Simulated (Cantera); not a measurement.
Input: 1 mol TiO₂, 2900 mol H₂, at 0.400 bar.

Equilibrium computed with Cantera from the NASA thermochemical tables; the gas is ideal and each condensed phase is pure. Candidate condensed phases: H₂O, Ti, TiO, TiO₂, Ti₂O₃, Ti₃O₅, Ti₄O₇; 12 gas species. Mutual solubility and eutectic melting of coexisting phases are not modelled. TiO: taken at fixed stoichiometry. Condensed phases not in the tables: Magnéli phases beyond Ti₄O₇. The numbers say what is thermodynamically allowed, not how fast it happens.

x: gas mole fraction; n: condensed amount in mol.

| T (K) | x H₂ | x H | x H₂O | x TiO | x Ti | x OH | x TiO₂ | n Ti₄O₇(s) | n Ti₃O₅(s) | n Ti₂O₃(s) | n TiO(s) | n TiO(l) |
|---|---|---|---|---|---|---|---|---|---|---|---|---|
| 1023 | 1.000 | 6.55e-9 | 8.62e-5 | <1e-12 | <1e-12 | <1e-12 | <1e-12 | 0.250 | 0 | 0 | 0 | 0 |
| 1123 | 1.000 | 6.73e-8 | 8.62e-5 | <1e-12 | <1e-12 | <1e-12 | <1e-12 | 0.250 | 0 | 0 | 0 | 0 |
| 1223 | 1.000 | 4.75e-7 | 0.000115 | <1e-12 | <1e-12 | <1e-12 | <1e-12 | 0 | 0.333 | 0 | 0 | 0 |
| 1323 | 1.000 | 2.51e-6 | 0.000115 | <1e-12 | <1e-12 | 4.17e-12 | <1e-12 | 0 | 0.333 | 0 | 0 | 0 |
| 1423 | 1.000 | 1.05e-5 | 0.000172 | <1e-12 | <1e-12 | 3.93e-11 | <1e-12 | 0 | 0 | 0.500 | 0 | 0 |
| 1523 | 1.000 | 3.65e-5 | 0.000172 | 1.08e-11 | <1e-12 | 1.94e-10 | 1.07e-12 | 0 | 0 | 0.500 | 0 | 0 |
| 1623 | 1.000 | 0.000109 | 0.000172 | 2.65e-10 | 2.94e-12 | 7.89e-10 | … | 0 | 0 | 0.500 | 0 | 0 |
| 1723 | 1.000 | 0.000288 | 0.000172 | 4.42e-9 | 1.03e-10 | 2.73e-9 | … | 0 | 0 | 0.500 | 0 | 0 |
| 1823 | 0.999 | 0.000685 | 0.000172 | 5.35e-8 | 2.39e-9 | 8.22e-9 | … | 0 | 0 | 0.500 | 0 | 0 |
| 1923 | 0.998 | 0.00149 | 0.000195 | 4.66e-7 | 3.32e-8 | 2.50e-8 | … | 0 | 0 | 0.435 | 0.128 | 0 |
| 2023 | 0.997 | 0.00300 | 0.000344 | 2.58e-6 | 1.77e-7 | 1.08e-7 | … | 0 | 0 | 0.00211 | 0 | 0.988 |
| 2123 | 0.994 | 0.00566 | 0.000345 | 1.07e-5 | 1.18e-6 | 2.42e-7 | … | 0 | 0 | 0 | 0 | 0.965 |

**Question.** What belongs in the gaps?

**Answer.** 
- 1623, x TiO₂: 1.54e-11
- 1723, x TiO₂: 1.61e-10
- 1823, x TiO₂: 1.29e-9
- 1923, x TiO₂: 8.72e-9
- 2023, x TiO₂: 6.11e-8
- 2123, x TiO₂: 1.88e-7
